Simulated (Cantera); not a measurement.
Feed: 1 mol CF₄, 0.17 mol Si, equilibrated at 2023 K and 41.0 Pa.

Method: chemical equilibrium by Gibbs-energy minimisation in Cantera with the NASA 1993 tables (ideal gas, pure condensed phases). The tables' values for SiF₃ are old estimates; treat these amounts as uncertain. Gases not in the tables: C₂F₆ and larger saturated fluorocarbons. Kinetics and transport are ignored.

| species | before | after |
|---|---|---|
| CF₄ | 0.233 | 0.830 |
| SiF₄ | 0.0990 | 0.170 |
| F | 0.338 | <1e-9 |
| CF₂ | 0.320 | <1e-9 |
| CF₃ | 0.00797 | <1e-9 |
| CF | 0.00176 | <1e-9 |
| SiF₃ | 3.35e-5 | <1e-9 |
| C(graphite), mol | 0.0344 | 0.170 |
Gas species are given as mole fractions.

What was changed between the two runs?
(A) temperature from 2023 K to 823 K
(B) Si from 0.17 to 0.33 mol
(C) temperature from 2023 K to 2273.15 K
(D) pressure from 41.0 Pa to 38.0 mbar

A, temperature from 2023 K to 823 K. Condensed phases not in the tables: fluorocarbon polymer
